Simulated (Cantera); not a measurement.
Feed: 1 mol Nb, 0.44 mol O₂, 200 mol H₂, at 1048.15 K and 0.0450 bar.

Cantera equilibrium calculation (NASA polynomials, part measured and part estimated; ideal gas, pure solids and liquids). Candidate condensed phases: H₂O, Nb, NbO, NbO₂, Nb₂O₅; 12 gas species. Mutual solubility and eutectic melting of coexisting phases are not modelled. NbO: taken at fixed stoichiometry. Condensed phases not in the tables: N, O or C dissolved in the metal. The numbers say what is thermodynamically allowed, not how fast it happens.

Base state: H₂ 1.00 (mole fractions); condensed: Nb(s) + NbO(s).

Q: What changes in the equilibrium state with this change: temperature from 1048.15 K to 1723 K?

A: 
```json
[
 {"species": "H₂", "before": "1.00", "after": "0.999"},
 {"species": "H", "before": "3.66e-8", "after": "0.000859"},
 {"species": "H₂O", "before": "1.98e-7", "after": "0.000324"},
 {"species": "Nb(s), mol", "before": "0.120", "after": "0.185"},
 {"species": "NbO(s), mol", "before": "0.880", "after": "0.815"}
]
```

Q: What changes in the equilibrium state with this change: Nb replaced by Ta?

A: 
```json
[
 {"species": "H₂", "before": "1.00", "after": "1.00"},
 {"species": "Nb(s), mol", "before": "0.120", "after": "0"},
 {"species": "NbO(s), mol", "before": "0.880", "after": "0"},
 {"species": "Ta(s), mol", "before": "0", "after": "0.648"},
 {"species": "Ta₂O₅(s), mol", "before": "0", "after": "0.176"}
]
```
Further candidate phases: Ta, Ta₂O₅.
